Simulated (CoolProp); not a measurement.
Vapour-liquid equilibrium of R152A (1) + R227EA (2) at 0.0675 MPa; x and y are mole fractions of (1).

Model: multi-fluid Helmholtz-energy mixture model, Outcalt 1996 and Lemmon 2016; pair parameters Bell 2016, in CoolProp.

Task: Give the bubble temperature and the first vapour's composition at x = 0.45, 0.65, 0.95. Is there an azeotrope?

Result: x = 0.45: -29.1 °C, y = 0.556; x = 0.65: -30.8 °C, y = 0.736; x = 0.95: -32.6 °C, y = 0.960. No azeotrope shows between x = 0.05 and 0.95.

The pair parameters rest on a limited set of measurements; away from them the model extrapolates. The gap from Raoult's law changes sign with composition, which may be real or a fault of the pair parameters; it wasn't checked against measurements.
